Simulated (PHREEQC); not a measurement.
Dissolve 0.0088 mol ZnSO4, 4.2e-05 mol CuCl2 and 0.078 mol NaH2PO4 per kg of water at 25 °C. Closed to the air; pH follows from the charge balance.

The numbers come from PHREEQC with the ion-association model, wateq4f.dat.

```yaml
pH: 4.49
ionic_strength: 0.106 mol/kgw
```

| species | molality | activity | log γ |
|---|---|---|---|
| H2PO4- | 0.0774 | 0.0607 | -0.105 |
| Na+ | 0.0771 | 0.0601 | -0.108 |
| Zn+2 | 0.00723 | 0.00285 | -0.404 |
| SO4-2 | 0.00626 | 0.00229 | -0.436 |
| ZnSO4 | 0.00149 | 0.00153 | 0.011 |
| NaSO4- | 0.000879 | 0.000690 | -0.105 |

No solid was allowed to form. Saturation is exceeded, for instance for Zn3(PO4)2:4w; the values hold only as long as no solid forms. Complexes and solids missing from the database can't appear. H3PO4, which wateq4f.dat lacks, is added to it with the constant of phreeqc.dat. The database has no phosphate complexes of Cu, Zn.
